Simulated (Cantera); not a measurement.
A perfectly stirred reactor is fed with NH3 : N2 = 1 : 1.1 (molar parts), at 0.109 atm; it is held at 2248 K, and followed from long to short residence time.

Computed with Cantera and the gas-phase N/H chemistry of the illustrative SiF4/NH3 mechanism in the Surface Chemkin manual (1991). Walls and surfaces, which speed up NH3 decomposition in real reactors, are not modelled.

Task: What does this change do: N2 1.1 to 1.7 parts?

Result: 
| quantity | before | after |
|---|---|---|
| x(NH3) at τ = 0.790 s | 0.0120 | 0.0101 |
| x(H) at τ = 0.790 s | 0.00242 | 0.00213 |
| x(N) at τ = 0.790 s | 6.06e-6 | 5.94e-6 |
| x(N2H2) at τ = 0.790 s | 1.61e-7 | 1.33e-7 |
| x(NH) at τ = 0.790 s | 2.28e-5 | 2.12e-5 |
| x(NH3) at τ = 49.0 ms | 0.156 | 0.127 |
| x(H) at τ = 49.0 ms | 0.000723 | 0.000642 |
| x(N) at τ = 49.0 ms | 5.11e-6 | 5.14e-6 |
| x(N2H2) at τ = 49.0 ms | 2.51e-6 | 2.01e-6 |
| x(NH) at τ = 49.0 ms | 4.92e-5 | 4.61e-5 |

Task: What does this change do: temperature 2248 to 1675 K?

Result: 
```
quantity                  before    after
----------------------  --------  -------
x(NH3) at τ = 0.790 s     0.0120    0.437
x(H) at τ = 0.790 s      0.00242  5.73e-6
x(N) at τ = 0.790 s      6.06e-6  2.51e-8
x(N2H2) at τ = 0.790 s   1.61e-7  8.36e-7
x(NH) at τ = 0.790 s     2.28e-5  9.87e-7
x(NH3) at τ = 49.0 ms      0.156    0.474
x(H) at τ = 49.0 ms     0.000723  3.85e-7
x(N) at τ = 49.0 ms      5.11e-6  1.80e-9
x(N2H2) at τ = 49.0 ms   2.51e-6  7.97e-7
x(NH) at τ = 49.0 ms     4.92e-5  5.88e-7
```
